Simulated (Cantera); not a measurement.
Gas mixture: 100 % O2, at 1000000 Pa, frozen composition.

Cantera's kinetic-theory transport with the Lennard-Jones parameters of GRI-Mech 3.0, ideal gas; thermal conductivity in the mixture-averaged form.

D: mixture-averaged diffusion coefficient of that species in the mixture.

```tsv
T (K)	ρ (kg/m³)	cp (J/kg/K)	μ (µPa s)	λ (mW/m/K)	Pr	D (cm²/s) H2O	D (cm²/s) N2	D (cm²/s) NO
400	9.62	941.4	25.6	33.9	0.713	0.0405	0.0350	0.0344
500	7.70	971.4	30.0	41.1	0.709	0.0617	0.0514	0.0504
600	6.41	1003	(withheld)	(withheld)	0.709	(withheld)	(withheld)	(withheld)
700	5.50	1031	37.8	55.0	0.709	0.114	0.0908	0.0892
800	4.81	1055	41.4	61.4	0.710	0.145	0.114	0.112
900	4.28	1074	44.7	(withheld)	0.710	(withheld)	(withheld)	(withheld)
1000	3.85	1090	47.9	73.6	0.710	0.215	0.165	0.162
1100	3.50	1103	51.0	79.4	0.709	0.253	0.194	0.190
```

Question: Fill in the missing entries.

Answer: 
- 600, μ (µPa s): 34.1
- 600, λ (mW/m/K): 48.2
- 600, D (cm²/s) H2O: 0.0864
- 600, D (cm²/s) N2: 0.0700
- 600, D (cm²/s) NO: 0.0688
- 900, λ (mW/m/K): 67.6
- 900, D (cm²/s) H2O: 0.179
- 900, D (cm²/s) N2: 0.138
- 900, D (cm²/s) NO: 0.136
